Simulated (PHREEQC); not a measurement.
0.054 g of hydrous ferric oxide (600 m²/g; 0.2 weak and 0.005 strong sites per Fe, Dzombak-Morel constants, diffuse double layer) in 1 kg of water with 0.001 mol/kgw of an inert sodium salt and 1.7e-05 mol/kgw PbCl2 and 1.9e-06 mol/kgw MnCl2, at 25 °C; the pH is set by adding NaOH or the inert anion's acid. The system is closed to oxygen. No CO2 enters from the air. Precipitation was switched off in this run.

Base run: PHREEQC, ion-association model, wateq4f.dat. Each further column changes one thing. The table gives Pb sorbed (%).

```csv
pH,base,no electrostatic term (-no_edl),background salt from 0.001 to 0.0001 mol/kgw,oxide from 0.054 to 0.27 g/kgw,0.00025 mol/kgw CaCl2 added
4,9.1,13.3,7.9,37.6,9.4
4.38,14.7,17.3,13.8,60.4,14.9
5.12,20.2,30.4,19.7,85.9,20.4
5.5,28.7,58.6,27.5,92.8,29.0
6.25,77.5,97.0,76.5,99.4,77.6
6.62,93.3,99.4,93.1,99.9,93.2
7.38,99.7,100.0,99.7,100.0,99.6
7.75,99.9,100.0,99.9,100.0,99.9
8.5,100.0,100.0,100.0,100.0,100.0
8.88,100.0,100.0,100.0,100.0,100.0
9.62,100.0,99.9,100.0,100.0,99.9
10,100.0,99.5,100.0,100.0,99.7
```
